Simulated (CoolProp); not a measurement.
A Linde-Hampson liquefier for carbon monoxide: isothermal reversible compression at 290 K from 1 atm to 40 MPa, throttling to 1 atm, return gas leaving the recuperator 10 K below the feed. Each further row changes one setting.

The numbers come from the reference Helmholtz-energy equation of state, Lemmon 2006 in CoolProp. It is a short technical equation, of lower accuracy than the large ones.

| case | liquid yield per pass | compression work (kJ/kg of gas) |
|---|---|---|
| as stated | 0.095 | 519 |
| high pressure 80 MPa | 0.054 | 607 |
| warm-end temperature 320 K | 0.065 | 578 |
| warm-end gap 15 K | 0.083 | 519 |
